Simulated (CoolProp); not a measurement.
R1336mzz(E) at 293.15 K and 0.0408 MPa is compressed adiabatically to 0.281 MPa with isentropic efficiency 0.9. Each further row changes one setting.

The numbers come from the reference Helmholtz-energy equation of state, Akasaka 2023 in CoolProp.

```tsv
case	work (kJ/kg)	final temperature (K)	final density (kg/m³)
as stated	32.6	336.6	17.8
efficiency 1	___	332.9	___
efficiency 0.65	___	___	___
```

Task: What belongs in the gaps?

Result: 
- efficiency 1, work (kJ/kg): 29.3
- efficiency 1, final density (kg/m³): 18.0
- efficiency 0.65, work (kJ/kg): 45.1
- efficiency 0.65, final temperature (K): 350.7
- efficiency 0.65, final density (kg/m³): 16.9
